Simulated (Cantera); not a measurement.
Charge: 1 mol SiH4, 0.099 mol C2H2, 12 mol H2, 1.1 mol C2H4, equilibrated at 1675 °C and 1.00 bar.

Equilibrium computed with Cantera from the NASA thermochemical tables; the gas is ideal and each condensed phase is pure. Candidate condensed phases: C, C6H6, C7H8, C8H18, Si, SiC; 87 gas species. Kinetics and transport are ignored.

Base state: H2 0.998, H 0.00113, C2H2 (acetylene) 0.000538, CH4 0.000487, CH3 1.10e-5 (mole fractions); condensed: C(graphite) + SiC(s).

Problem. What changes in the equilibrium state with this change: temperature from 1675 °C to 1577 °C?

Solution. 
| species | before | after |
|---|---|---|
| H2 | 0.998 | 0.999 |
| CH4 | 0.000487 | 0.000653 |
| H | 0.00113 | 0.000538 |
| C2H2 (acetylene) | 0.000538 | 0.000261 |
| CH3 | 1.10e-5 | 7.09e-6 |
| C(graphite), mol | 1.37 | 1.38 |
| SiC(s), mol | 1.000 | 1.000 |
